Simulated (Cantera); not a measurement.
Input: 1 mol MgCO₃, 3 mol SO₃, 0.47 mol CO₂, equilibrated at 1 atm.

Equilibrium computed with Cantera from the NASA thermochemical tables; the gas is ideal and each condensed phase is pure. Candidate condensed phases: C, Mg, MgCO₃, MgO, MgS, MgSO₄, S; 26 gas species. Rates play no part.

Q: Which condensed phases are stable at each of these points (T (K)): 1000, 1100, 1200, 1300, 1400, 1500, 1600, 1700, 1800, 1900?

A: 
```
T (K)  condensed phases  Mg condensed (%)
-----  ----------------  ----------------
1000           MgSO₄(s)             100.0
1100           MgSO₄(s)             100.0
1200           MgSO₄(s)             100.0
1300           MgSO₄(s)             100.0
1400             MgO(s)             100.0
1500             MgO(s)             100.0
1600             MgO(s)             100.0
1700             MgO(s)             100.0
1800             MgO(s)             100.0
1900             MgO(s)             100.0
```

From 1000 K to 1300 K the condensed part is MgSO₄(s). From 1400 K to 1900 K the condensed part is MgO(s).
